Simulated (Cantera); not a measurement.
Input: 1 mol (CH3)2SiCl2, 0.019 mol C3H8, 3.1 mol H2, equilibrated at 72.0 mbar.

Equilibrium computed with Cantera from the NASA thermochemical tables; the gas is ideal and each condensed phase is pure. Candidate condensed phases: C, C6H6, C7H8, C8H18, Si, SiC; 109 gas species. The feed counts by its element totals alone. Kinetics and transport are ignored.

Over these rows the condensed part is C(graphite) + SiC(s). Partial pressures as log10 of bar:

```
T (K)  1000/T (1/K)  log p SiHCl3  log p H2  log p HCl
-----  ------------  ------------  --------  ---------
1473         0.6789         -5.08     -1.28      -1.71
1573         0.6357             ?     -1.28      -1.71
1673         0.5977         -5.68     -1.28      -1.72
1773         0.5640         -5.94     -1.28      -1.72
1873         0.5339         -6.17     -1.28      -1.73
1973         0.5068         -6.39     -1.28      -1.74
```

**Question.** Fit log p(SiHCl3) = a + b·(1000/T) to the five rows, give the apparent enthalpy, and predict the row at 1573 K.

**Answer.** Means: 1000/T = 0.5763, log p = -5.852. Sxy = 0.134845, Sxx = 0.0177640, so b = 7.59 and a = -5.852 − (7.59)×0.5763 = -10.23.
Apparent enthalpy: −19.145 × (7.59) = -145 kJ/mol. With the condensed phases at unit activity, SiC(s) + 3 HCl(g) = SiHCl3(g) + C(graphite) + H2(g) links this pressure to the main gases: over the six rows their terms move log p by -0.09 in all, so the slope isn't that reaction's ΔH° alone. The five rows lie within 0.01 of the line.
Prediction at 1573 K: -10.23 + (7.59)×0.6357 = -5.41. The computed value is -5.39, 0.02 from the line.
